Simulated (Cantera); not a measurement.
SiHCl3 + C3H8 + H2 (silicon carbide growth)

Feed: 1 mol SiHCl3, 0.45 mol C3H8, 640 mol H2, equilibrated at 790 Pa.

Cantera equilibrium calculation (NASA polynomials, part measured and part estimated; ideal gas, pure solids and liquids). Candidate condensed phases: C, C6H6, C7H8, C8H18, Si, SiC; 109 gas species. Gases not in the tables: Si2H6 and higher silanes. Equilibrium is a limit: real reactors are often held back by kinetics, nucleation or transport.

```csv
T (K),x H2,x H,x HCl,x Si,x C2H2 (acetylene),x Cl,x SiH,x SiC2,n C(graphite),n SiC(s)
1598,0.995,0.000597,0.00465,1.24e-7,2.68e-5,2.21e-6,2.40e-8,4.73e-10,0.308,0.999
1648,0.994,0.000999,0.00465,4.02e-7,4.45e-5,3.67e-6,6.56e-8,2.22e-9,0.287,0.999
1698,0.994,0.00162,0.00465,1.22e-6,7.16e-5,5.90e-6,1.68e-7,9.45e-9,0.254,0.998
1748,0.993,0.00256,0.00464,3.47e-6,0.000112,9.24e-6,4.09e-7,3.70e-8,0.204,0.996
1798,0.991,0.00394,0.00463,9.32e-6,0.000171,1.41e-5,9.46e-7,1.34e-7,0.133,0.991
1848,0.989,0.00593,0.00462,2.37e-5,0.000255,2.11e-5,2.09e-6,4.53e-7,0.0362,0.980
1898,0.986,0.00873,0.00460,6.32e-5,0.000305,3.08e-5,4.87e-6,1.30e-6,0,0.950
1948,0.982,0.0126,0.00458,0.000161,0.000359,4.40e-5,1.09e-5,3.51e-6,0,0.876
1998,0.977,0.0178,0.00454,0.000368,0.000470,6.18e-5,2.20e-5,9.57e-6,0,0.717
2048,0.969,0.0248,0.00450,0.000763,0.000679,8.52e-5,4.06e-5,2.63e-5,0,0.410
2098,0.959,0.0339,0.00444,0.00129,0.000947,0.000116,6.11e-5,5.70e-5,0,0
```
x: gas mole fraction; n: condensed amount in mol.

From 1598 K to 1848 K the condensed part is C(graphite) + SiC(s). From 1898 K to 2048 K the condensed part is SiC(s). At 2098 K nothing is condensed. The main Si-bearing gas is SiCl2 at 1598 K and Si at 2098 K.
